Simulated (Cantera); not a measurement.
# Abatement and gas-phase synthesis: PH₃ + H₂O + O₂ + H₂

Input: 1 mol PH₃, 1.6 mol H₂O, 0.077 mol O₂, 0.0011 mol H₂, equilibrated at 4.95 Torr.

Method: chemical equilibrium by Gibbs-energy minimisation in Cantera with the NASA 1993 tables (ideal gas, pure condensed phases). Candidate condensed phases: H₂O, P, P₄O₁₀; 17 gas species. Gases not in the tables: HPO₂, HPO₃ and P₄O₆. Rates play no part.

```csv
T (K),x H₂,x PO,x H,x H₂O,x PO₂,x P₂,x OH,x O
1900,0.601,0.146,0.00757,0.163,0.0625,0.0192,0.000168,1.59e-6
1950,0.602,0.156,0.0110,0.155,0.0601,0.0148,0.000256,3.45e-6
2000,0.602,0.164,0.0155,0.149,0.0579,0.0111,0.000384,7.25e-6
2050,0.599,0.170,0.0216,0.144,0.0557,0.00819,0.000568,1.48e-5
2100,0.594,0.175,0.0296,0.140,0.0538,0.00592,0.000831,2.95e-5
2150,0.586,0.178,0.0398,0.137,0.0520,0.00421,0.00120,5.73e-5
2200,0.576,0.180,0.0526,0.134,0.0504,0.00296,0.00171,0.000109
2250,0.564,0.181,0.0686,0.132,0.0489,0.00206,0.00241,0.000202
2300,0.548,0.181,0.0882,0.129,0.0474,0.00143,0.00334,0.000367
2350,0.529,0.180,0.112,0.125,0.0460,0.000996,0.00457,0.000651
2400,0.507,0.178,0.139,0.121,0.0445,0.000693,0.00614,0.00113
2450,0.481,0.176,0.171,0.116,0.0429,0.000485,0.00812,0.00192
```
x: gas mole fraction; nothing condenses.

From 1900 K to 2450 K nothing is condensed.
